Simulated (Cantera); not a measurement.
Input: 1 mol Cu2O, 2.3 mol CH4, 1.8 mol H2, at 2098 K and 1 atm.

These are equilibrium values from Cantera (NASA tables, ideal gas, pure condensed phases), not measurements of a reactor. Candidate condensed phases: C, C6H6, C7H8, C8H18, Cu, CuO, Cu(OH)2, Cu2O, H2O; 113 gas species. The numbers say what is thermodynamically allowed, not how fast it happens.

Base state: H2 0.852, CO 0.134, Cu 0.0101, H 0.00282, C2H2 (acetylene) 0.00122, CH4 0.000244, Cu2 5.73e-5, CH3 1.57e-5 (mole fractions); condensed: C(graphite) + Cu(l).

Q: What changes in the equilibrium state with this change: temperature from 2098 K to 1198 K?

A: 
| species | before | after |
|---|---|---|
| H2 | 0.852 | 0.851 |
| CO | 0.134 | 0.133 |
| CH4 | 0.000244 | 0.0118 |
| Cu | 0.0101 | 1.15e-8 |
| H2O | 9.33e-6 | 0.00306 |
| Cu2 | 5.73e-5 | <1e-9 |
| H | 0.00282 | 1.74e-7 |
| C(graphite), mol | 1.28 | 1.24 |
| Cu(l), mol | 1.92 | 0 |
| Cu(s), mol | 0 | 2.00 |

Q: What changes in the equilibrium state with this change: temperature from 2098 K to 1975 K?

A: 
| species | before | after |
|---|---|---|
| H2 | 0.852 | 0.860 |
| CO | 0.134 | 0.135 |
| Cu | 0.0101 | 0.00336 |
| H | 0.00282 | 0.00126 |
| Cu2 | 5.73e-5 | 1.27e-5 |
| C2H2 (acetylene) | 0.00122 | 0.000558 |
| H2O | 9.33e-6 | 1.52e-5 |
| C(graphite), mol | 1.28 | 1.29 |
| Cu(l), mol | 1.92 | 1.97 |

Q: What changes in the equilibrium state with this change: CH4 from 2.3 to 0.75 mol?

A: 
```
species             before    after
----------------  --------  -------
H2                   0.852    0.746
CO                   0.134    0.180
H2O                9.33e-6   0.0581
Cu                  0.0101   0.0101
C2H2 (acetylene)   0.00122    <1e-9
CO2                2.96e-7  0.00285
CH4               0.000244  3.54e-8
C(graphite), mol      1.28        0
Cu(l), mol            1.92     1.96
```
